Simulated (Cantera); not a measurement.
A freely propagating, adiabatic, planar premixed flame of 8.11 % CH4, 19.3 % O2, 72.6 % N2, equivalence ratio 0.84, unburnt at 450 K and 0.860 bar; mixture-averaged transport, grid criteria slope 0.08 and curve 0.16, no radiation.

Computed with Cantera and GRI-Mech 3.0 (53 species, 325 reactions). Burning velocities carry a grid error of a few per cent, more on coarse grids.

x: mole fraction of selected species; z is measured from the peak of heat release.

```
z (mm)  T (K)  u (m/s)     x CH4    x O2    x C2H     x NO      x C2H4    x NO2
------  -----  -------  --------  ------  -------  -------  ----------  -------
-1.40     450    0.673    0.0810   0.193    <1e-8    <1e-8       <1e-8    <1e-8
-0.932    452    0.676    0.0809   0.193    <1e-8    <1e-8  (withheld)    <1e-8
-0.699    458    0.688    0.0803   0.192    <1e-8    <1e-8  (withheld)    <1e-8
-0.466    511    0.769    0.0769   0.188    <1e-8  6.03e-8  (withheld)  4.27e-8
-0.233    872     1.33    0.0557   0.159    <1e-8  9.11e-7  (withheld)  6.18e-8
-0.116   1263     1.94    0.0311   0.122    <1e-8  2.25e-6  (withheld)  1.79e-8
0        1635     2.52   0.00743  0.0784  3.65e-8  4.52e-6  (withheld)    <1e-8
0.116    1785     2.75  0.000515  0.0539  1.98e-8  7.28e-6  (withheld)    <1e-8
0.233    1835     2.81   1.79e-5  0.0457    <1e-8  9.29e-6  (withheld)    <1e-8
0.466    1896     2.89   3.80e-8  0.0409    <1e-8  1.20e-5       <1e-8    <1e-8
0.932    1970     2.99     <1e-8  0.0377    <1e-8  1.62e-5       <1e-8    <1e-8
1.86     2043     3.09     <1e-8  0.0353    <1e-8  2.29e-5       <1e-8    <1e-8
3.73     2102     3.16     <1e-8  0.0332    <1e-8  3.29e-5       <1e-8  1.20e-8
```

Some entries are withheld; supply them.


- -0.932, x C2H4: 9.31e-8
- -0.699, x C2H4: 7.25e-7
- -0.466, x C2H4: 8.91e-6
- -0.233, x C2H4: 0.000120
- -0.116, x C2H4: 0.000265
- 0, x C2H4: 0.000165
- 0.116, x C2H4: 7.57e-6
- 0.233, x C2H4: 8.69e-8
